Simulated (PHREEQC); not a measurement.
**Acid mine or pickling water: an equilibrium model**

Model water analysis in mg/L, 25 °C, pH 2.98, pe 11.5: Na 7.68; K 0.0024; Ca 636; Mg 372; Cl 771; S(6) as SO4 2310; Al 13.2.

Na is adjusted to close the charge balance.
Valence states are taken as typed.

Computed with PHREEQC (ion-association model, wateq4f.dat).

The ionic strength is 0.0835 mol/kgw. The total alkalinity is -1.96 meq/kg.

| species | molality | activity | log γ |
|---|---|---|---|
| Cl- | 0.0218 | 0.0170 | -0.109 |
| SO4-2 | 0.0131 | 0.00516 | -0.403 |
| Ca+2 | 0.0112 | 0.00462 | -0.386 |
| Mg+2 | 0.0102 | 0.00435 | -0.371 |
| MgSO4 | 0.00516 | 0.00526 | 0.008 |
| CaSO4 | 0.00466 | 0.00475 | 0.008 |
| Na+ | 0.00400 | 0.00317 | -0.101 |
| H+ | 0.00126 | 0.00105 | -0.079 |
| HSO4- | 0.000666 | 0.000525 | -0.103 |
| AlSO4+ | 0.000347 | 0.000274 | -0.103 |

No solid was allowed to form. Complexes and solids missing from the database can't appear.
